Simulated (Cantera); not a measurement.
Feed: 1 mol n-butane, 0.3 mol NH₃, 1.5 mol H₂, held at 1525 K and 1.33 mbar.

Equilibrium computed with Cantera from the NASA thermochemical tables; the gas is ideal and each condensed phase is pure. Candidate condensed phases: C, C₆H₆, C₇H₈, C₈H₁₈; 92 gas species. Rates play no part.

Base state: H₂ 0.978, N₂ 0.0210, H 0.000641, HCN 0.000180, C₂H₂ (acetylene) 1.18e-5 (mole fractions); condensed: C(graphite).

### Question
What changes in the equilibrium state with this change: NH₃ from 0.3 to 0.014 mol?

### Answer
```json
[
 {"species": "H₂", "before": "0.978", "after": "0.998"},
 {"species": "N₂", "before": "0.0210", "after": "0.00105"},
 {"species": "H", "before": "0.000641", "after": "0.000647"},
 {"species": "HCN", "before": "0.000180", "after": "4.07e-5"},
 {"species": "C₂H₂ (acetylene)", "before": "1.18e-5", "after": "1.21e-5"},
 {"species": "C(graphite), mol", "before": "4.00", "after": "4.00"}
]
```
